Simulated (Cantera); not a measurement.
Cantera run, input and output.

```python
import numpy as np
import cantera as ct

gas = ct.Solution("gri30.yaml")
gas.TPX = 1450, 210, {'H2': 0.029, 'O2': 1}
reactor = ct.IdealGasConstPressureReactor(gas, energy="off", clone=False)
net = ct.ReactorNet([reactor])
net.rtol, net.atol = 1e-08, 1e-18
show = ['H2', 'O2', 'OH', 'HO2', 'H2O2', 'H']
times = np.geomspace(5e-05, 50, 10)

steps = ct.SolutionArray(gas, extra=["t"])
rows = []
print(f"{'t/s':>10s}{'T/K':>9s}{'P/Pa':>11s}" + "".join(f"{s:>11s}" for s in show))
for t in times:
    while net.time < t:
        t_next = net.step()
        steps.append(gas.state, t=t_next)
    rows.append([np.interp(t, steps.t, y) for y in (steps.T, steps.P, *steps(*show).X.T)])
    print(f"{t:10.3e}{rows[-1][0]:9.1f}{rows[-1][1]:11.4g}" + "".join(f"{x:11.3e}" for x in rows[-1][2:]))
rate = np.gradient(steps.T, steps.t)
print("integrator steps:", len(steps.t))
if steps.T.max() > steps.T[0] + 200:
    print(f"time of steepest temperature rise: {steps.t[rate.argmax()]:.4e} s")
gas.TPX = 1450, 210, {'H2': 0.029, 'O2': 1}
gas.equilibrate("TP")
print(f"equilibrium (TP): T = {gas.T:.1f} K  " + "  ".join(f"{s} {gas[s].X[0]:.3e}" for s in show))
```

Output:

```
       t/s      T/K       P/Pa         H2         O2         OH        HO2       H2O2          H
 5.000e-05   1450.0        210  2.818e-02  9.718e-01  1.921e-09  9.836e-09  5.530e-13  7.967e-09
 2.321e-04   1450.0        210  2.818e-02  9.718e-01  2.654e-08  4.564e-08  1.173e-11  2.271e-08
 1.077e-03   1450.0        210  2.818e-02  9.718e-01  3.148e-07  2.114e-07  2.359e-10  9.924e-08
 5.000e-03   1450.0        210  2.801e-02  9.717e-01  8.413e-05  9.149e-07  3.560e-09  2.217e-05
 2.321e-02   1450.0        210  2.882e-04  9.459e-01  3.946e-03  1.511e-07  3.875e-09  1.891e-03
 1.077e-01   1450.0        210  2.840e-04  9.462e-01  3.921e-03  1.503e-07  3.857e-09  1.856e-03
 5.000e-01   1450.0        210  2.701e-04  9.475e-01  3.826e-03  1.472e-07  3.803e-09  1.712e-03
 2.321e+00   1450.0        210  2.161e-04  9.525e-01  3.432e-03  1.335e-07  3.552e-09  1.201e-03
 1.077e+01   1450.0        210  9.341e-05  9.632e-01  2.269e-03  8.895e-08  2.585e-09  3.265e-04
 5.000e+01   1450.0        210  1.332e-05  9.700e-01  8.598e-04  3.397e-08  9.809e-10  1.699e-05
integrator steps: 856
equilibrium (TP): T = 1450.0 K  H2 6.017e-07  O2 9.713e-01  OH 1.829e-04  HO2 4.835e-08  H2O2 1.982e-10  H 1.612e-07
```

Computed with Cantera and GRI-Mech 3.0 (53 species, 325 reactions). Radical loss at walls, strong at low pressure, is not modelled.
